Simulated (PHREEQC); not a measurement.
A solution holds 0.17 mol/kgw NiSO4 and 0.0056 mol/kgw HCl, at 25 °C. Closed to the air; pH follows from the charge balance.

Model: ion-association model, wateq4f.dat, run in PHREEQC.

```csv
quantity,before,after
pH,2.85,5.97
ionic strength (mol/kgw),0.337,0.345
NiSO4 (mol/kgw),0.0848,0.0847
Ni+2 (mol/kgw),0.0846,0.0843
SO4-2 (mol/kgw),0.0808,0.0820
Cl- (mol/kgw),0.00530,0.0106
SI of Morenosite (NiSO4:7H2O),-0.98,-0.98
SI of Ni(OH)2 (Ni(OH)2),-6.71,-0.48
```

### Question
Which change was made?
A. diluted 10-fold with water
B. HCl replaced by MnCl2 at the same molality
C. HCl replaced by RbCl at the same molality
D. diluted 100-fold with water
E. HCl replaced by NaCl at the same molality

### Answer
B, HCl replaced by MnCl2 at the same molality

Precipitation was switched off in this run.
